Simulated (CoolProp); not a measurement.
Vapour-liquid equilibrium of R113 (1) + acetone (2) at 11.6 bar; x and y are mole fractions of (1).

Computed with CoolProp (multi-fluid Helmholtz-energy mixture model, Marx 1992 and Lemmon 2006; pair parameters Bell 2016).

Q: Give the bubble temperature and the first vapour's composition at x = 0.35, 0.65, 0.95. Is there an azeotrope?

A: x = 0.35: 414.8 K, y = 0.401; x = 0.65: 413.6 K, y = 0.633; x = 0.95: 418.5 K, y = 0.928. y crosses x between x = 0.55 and 0.65: the model has an azeotrope there.

The pair parameters rest on a limited set of measurements; away from them the model extrapolates.
